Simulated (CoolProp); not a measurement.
Vapour-liquid equilibrium of ethanol (1) + dimethyl carbonate (2) at 111.05 °C; x and y are mole fractions of (1).

Model: multi-fluid Helmholtz-energy mixture model, Schroeder 2014 and Zhou 2011; pair parameters Bell 2016, in CoolProp.

```json
[
 {"x": "0.05", "bubble pressure (bar)": "2.166", "y at the bubble point": "0.162", "dew pressure at overall composition x (bar)": "1.970", "liquid density (mol/L)": "10.61"},
 {"x": "0.2", "bubble pressure (bar)": "2.755", "y at the bubble point": "0.419", "dew pressure at overall composition x (bar)": "2.240", "liquid density (mol/L)": "11.05"},
 {"x": "0.35", "bubble pressure (bar)": "3.102", "y at the bubble point": "0.546", "dew pressure at overall composition x (bar)": "2.578", "liquid density (mol/L)": "11.57"},
 {"x": "0.5", "bubble pressure (bar)": "3.303", "y at the bubble point": "0.630", "dew pressure at overall composition x (bar)": "2.977", "liquid density (mol/L)": "12.19"},
 {"x": "0.65", "bubble pressure (bar)": "3.412", "y at the bubble point": "0.703", "dew pressure at overall composition x (bar)": "3.340", "liquid density (mol/L)": "12.92"},
 {"x": "0.8", "bubble pressure (bar)": "3.439", "y at the bubble point": "0.789", "dew pressure at overall composition x (bar)": "3.436", "liquid density (mol/L)": "13.80"},
 {"x": "0.95", "bubble pressure (bar)": "3.328", "y at the bubble point": "0.928", "dew pressure at overall composition x (bar)": "3.300", "liquid density (mol/L)": "14.84"}
]
```

y crosses x between x = 0.65 and 0.8: the model has an azeotrope there.

The pair parameters rest on a limited set of measurements; away from them the model extrapolates.
